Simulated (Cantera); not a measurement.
Input (Python, Cantera) and output of one run.

```python
import numpy as np
import cantera as ct

gas_names = """
    OH O3
""".split()
cond_names = """
    Cu2O(s) Cu2O(L) CuO2H2(s)
""".split()


# ... load() reads the species with a 1 bar reference pressure and builds the phases ...
species = {s.name: s for s in load("nasa_gas.yaml", gas_names) + load("nasa_condensed.yaml", cond_names)}
# Each term lists the table entries of one substance; the one whose range holds T is used.
reactions = {
    '3 Cu2O + 12 OH(g) = O3(g) + 6 Cu(OH)2':
        [(-3, ['Cu2O(s)', 'Cu2O(L)']), (-12, ['OH']), (1, ['O3']), (6, ['CuO2H2(s)'])],
}


def pick(names, T):
    return next(species[n] for n in names if species[n].thermo.min_temp <= T <= species[n].thermo.max_temp)


results = []
for label, terms in reactions.items():
    print(label)
    print("     T/K   dH/kJ  dS/(J/K)   dG/kJ   log10 K")
    for T in [300, 873, 948, 1023, 1098, 1173, 1248, 1323]:
        used = [(nu, pick(names, T)) for nu, names in terms]
        dH = sum(nu * s.thermo.h(T) for nu, s in used) / 1e6
        dS = sum(nu * s.thermo.s(T) for nu, s in used) / 1e3
        dG = dH - T * dS / 1e3
        logK = -dG * 1e6 / (ct.gas_constant * T * np.log(10))
        results.append((label, T, dH, dS, dG, logK, [s.name for _, s in used]))
        print(f"{T:8g} {dH:8.1f} {dS:8.1f} {dG:8.1f} {logK:8.2f}")
```

It prints:

```
3 Cu2O + 12 OH(g) = O3(g) + 6 Cu(OH)2
     T/K   dH/kJ  dS/(J/K)   dG/kJ   log10 K
     300  -2520.4  -1592.3  -2042.7   355.65
     873  -2452.6  -1475.8  -1164.2    69.66
     948  -2440.4  -1462.5  -1054.0    58.08
    1023  -2428.3  -1450.1   -944.8    48.24
    1098  -2416.4  -1438.9   -836.5    39.79
    1173  -2404.9  -1428.8   -729.0    32.46
    1248  -2394.1  -1419.8   -622.1    26.04
    1323  -2383.9  -1411.9   -516.0    20.37
```

Standard-state values (1 bar) from the NASA 1993 polynomials, evaluated with Cantera. Condensed species are held in their standard states even where they would react or evaporate.
